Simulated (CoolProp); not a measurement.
Values from CoolProp's reference Helmholtz-energy equation of state, Lemmon 2006. It is a short technical equation, of lower accuracy than the large ones.

Q: Give the vapour pressure (MPa), liquid density (kg/m³), vapour density (kg/m³), enthalpy of vaporisation (kJ/kg) of saturated nitrous oxide at 246.8, 259.2, 268.5 K.

A: 
```tsv
T (K)	p (MPa)	liquid density (kg/m³)	vapour density (kg/m³)	enthalpy of vaporisation (kJ/kg)
246.8	1.48	1020	38.3	288
259.2	2.14	972	56.2	264
268.5	2.77	930	74.2	244
```
